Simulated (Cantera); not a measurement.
Charge: 1 mol SiCl4, 1.3 mol Cl2, 0.3 mol H2, at 1450 K and 1 atm.

Method: chemical equilibrium by Gibbs-energy minimisation in Cantera with the NASA 1993 tables (ideal gas, pure condensed phases). Candidate condensed phases: Si; 19 gas species. The numbers say what is thermodynamically allowed, not how fast it happens.

Base state: SiCl4 0.380, Cl2 0.367, HCl 0.228, Cl 0.0248 (mole fractions); condensed: gas only.

Task: What changes in the equilibrium state with this change: H2 from 0.3 to 6.1 mol?

Result: 
```
species   before     after
-------  -------  --------
H2       4.93e-9     0.536
HCl        0.228     0.347
SiCl4      0.380    0.0837
Cl2        0.367   7.83e-9
SiHCl3     <1e-9    0.0111
Cl        0.0248   3.63e-6
SiCl3    9.15e-6    0.0138
SiCl2      <1e-9   0.00833
SiH2Cl2    <1e-9  0.000230
```
The tables' values for SiCl3 are old estimates; treat these amounts as uncertain.
